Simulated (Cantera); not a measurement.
A Cantera script and what it prints.

```python
import numpy as np
import cantera as ct

gas_names = """
    Br2 SiBr4 H2 HBr
""".split()
cond_names = """
    Si(cr) Si(L) Hg(cr) Hg(L) HgBr2(s) HgBr2(L)
""".split()


# ... load() reads the species with a 1 bar reference pressure and builds the phases ...
species = {s.name: s for s in load("nasa_gas.yaml", gas_names) + load("nasa_condensed.yaml", cond_names)}
# Each term lists the table entries of one substance; the one whose range holds T is used.
reactions = {
    '0.5 Si + Br2(g) = 0.5 SiBr4(g)':
        [(-0.5, ['Si(cr)', 'Si(L)']), (-1, ['Br2']), (0.5, ['SiBr4'])],
    'Hg + Br2(g) = HgBr2':
        [(-1, ['Hg(cr)', 'Hg(L)']), (-1, ['Br2']), (1, ['HgBr2(s)', 'HgBr2(L)'])],
    'H2(g) + Br2(g) = 2 HBr(g)':
        [(-1, ['H2']), (-1, ['Br2']), (2, ['HBr'])],
}


def pick(names, T):
    return next(species[n] for n in names if species[n].thermo.min_temp <= T <= species[n].thermo.max_temp)


results = []
for label, terms in reactions.items():
    print(label)
    print("     T/K   dH/kJ  dS/(J/K)   dG/kJ   log10 K")
    for T in [300, 448, 498, 548, 598, 648, 698, 748]:
        used = [(nu, pick(names, T)) for nu, names in terms]
        dH = sum(nu * s.thermo.h(T) for nu, s in used) / 1e6
        dS = sum(nu * s.thermo.s(T) for nu, s in used) / 1e3
        dG = dH - T * dS / 1e3
        logK = -dG * 1e6 / (ct.gas_constant * T * np.log(10))
        results.append((label, T, dH, dS, dG, logK, [s.name for _, s in used]))
        print(f"{T:8g} {dH:8.1f} {dS:8.1f} {dG:8.1f} {logK:8.2f}")
```

Output:

```
0.5 Si + Br2(g) = 0.5 SiBr4(g)
     T/K   dH/kJ  dS/(J/K)   dG/kJ   log10 K
     300   -238.6    -65.2   -219.1    38.15
     448   -238.2    -64.1   -209.5    24.43
     498   -238.1    -63.8   -206.3    21.64
     548   -238.0    -63.5   -203.2    19.36
     598   -237.8    -63.3   -200.0    17.47
     648   -237.7    -63.0   -196.8    15.87
     698   -237.5    -62.8   -193.7    14.49
     748   -237.4    -62.6   -190.5    13.31
Hg + Br2(g) = HgBr2
     T/K   dH/kJ  dS/(J/K)   dG/kJ   log10 K
     300   -200.3   -151.1   -155.0    26.99
     448   -198.4   -145.8   -133.0    15.51
     498   -197.6   -144.1   -125.8    13.19
     548   -178.1   -106.3   -119.8    11.42
     598   -176.2   -103.0   -114.6    10.01
     648   -174.3   -100.0   -109.5     8.83
     698   -172.4    -97.2   -104.6     7.83
     748   -170.6    -94.6    -99.8     6.97
H2(g) + Br2(g) = 2 HBr(g)
     T/K   dH/kJ  dS/(J/K)   dG/kJ   log10 K
     300   -103.8     21.2   -110.2    19.18
     448   -104.9     18.3   -113.1    13.18
     498   -105.3     17.5   -114.0    11.95
     548   -105.7     16.8   -114.8    10.95
     598   -106.0     16.1   -115.7    10.10
     648   -106.3     15.6   -116.4     9.39
     698   -106.6     15.2   -117.2     8.77
     748   -106.9     14.8   -118.0     8.24
```

Source: NASA polynomial tables (part measured, part estimated), evaluated in Cantera. Condensed species are held in their standard states even where they would react or evaporate.
